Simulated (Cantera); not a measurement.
Mixture: 9.82 % CH4, 0.422 % CO, 18.1 % O2, 67.9 % N2, 3.83 % H2, equivalence ratio 1.2, at 0.590 bar, adiabatic and at constant pressure. Ignition delay is the time to a rise of 400 K.

Cantera simulation using GRI-Mech 3.0 (53 species, 325 reactions); the numbers are that mechanism's predictions, not measurements.

Problem. Predict: delay at 1125 K; delay at 1225 K; delay at 1325 K; delay at 1425 K; delay at 1525 K; apparent activation energy between 1475 and 1575 K.

Solution. 
```
Quantity                                                Result
--------------------------------------------------  ----------
delay at 1125 K                                        12.3 ms
delay at 1225 K                                        4.56 ms
delay at 1325 K                                        1.85 ms
delay at 1425 K                                       0.840 ms
delay at 1525 K                                       0.428 ms
apparent activation energy between 1475 and 1575 K  120 kJ/mol
```
